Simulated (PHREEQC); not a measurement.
## Buffer (model solution)

A solution holds 0.019 mol/kgw KH2PO4, 0.0019 mol/kgw KOH and 0.029 mol/kgw NaCl, at 20 °C and 500 atm. Closed to the air; pH follows from the charge balance.

Computed with PHREEQC (ion-association model, phreeqc.dat).

Precipitation was switched off in this run.

### Question
What pH does the model give?

### Answer
pH 5.79.

### Question
In which forms is P present?

### Answer
H2PO4- 90 %, HPO4-2 9.8 % of the P.

Under pressure, the constants of complexes without a molar volume in the database are unreliable.
